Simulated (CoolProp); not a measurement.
Aqueous potassium formate as a coolant, 3 % by mass, freezing at -1.3 °C, 1 atm.

Computed with CoolProp (Melinder's fits for secondary coolants).

| T (°C) | conductivity (W/(m K)) | cp (kJ/(kg K)) | viscosity (mPa s) | Prandtl number |
|---|---|---|---|---|
| 0.2 | 0.558 | 4.089 | 1.86 | 13.6 |
| 4.3 | 0.566 | 4.082 | 1.63 | 11.8 |
| 8.4 | 0.573 | 4.077 | 1.45 | 10.3 |
| 12.4 | 0.579 | 4.073 | 1.30 | 9.11 |
| 16.5 | 0.586 | 4.070 | 1.17 | 8.10 |
| 20.6 | 0.593 | 4.068 | 1.06 | 7.24 |
| 24.7 | 0.599 | 4.067 | 0.960 | 6.52 |
| 28.7 | 0.605 | 4.067 | 0.880 | 5.92 |
| 32.8 | 0.611 | 4.066 | 0.808 | 5.38 |
| 36.9 | 0.617 | 4.066 | 0.745 | 4.90 |
